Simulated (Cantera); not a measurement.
Input: 1 mol C2H6, 0.034 mol CO2, held at 0.0100 bar.

Method: chemical equilibrium by Gibbs-energy minimisation in Cantera with the NASA 1993 tables (ideal gas, pure condensed phases). Candidate condensed phases: C, C6H6, C7H8, C8H18, H2O; 110 gas species. Rates play no part.

log p: log10 of the partial pressure in bar; n: condensed amount in mol.

```
T (K)  log p H2  log p CO  log p CH4  log p H2O  n C(graphite)
-----  --------  --------  ---------  ---------  -------------
848       -2.01     -3.68      -4.22      -4.83           1.95
898       -2.01     -3.66      -4.52      -5.27           1.96
948       -2.01     -3.66          …          …           1.96
998       -2.01     -3.66          …          …           1.96
1048      -2.01     -3.65      -5.25      -6.39           1.96
1098      -2.01     -3.65      -5.46      -6.70           1.96
1148      -2.01     -3.65      -5.64      -6.98           1.97
1198      -2.01     -3.65      -5.81      -7.24           1.97
1248      -2.01     -3.65      -5.97      -7.48           1.97
1298      -2.01     -3.65      -6.12      -7.70           1.97
1348      -2.01     -3.65      -6.25      -7.90           1.97
```

**Question.** Fill in the missing entries.

**Answer.** 
- 948, log p CH4: -4.79
- 948, log p H2O: -5.68
- 998, log p CH4: -5.03
- 998, log p H2O: -6.05
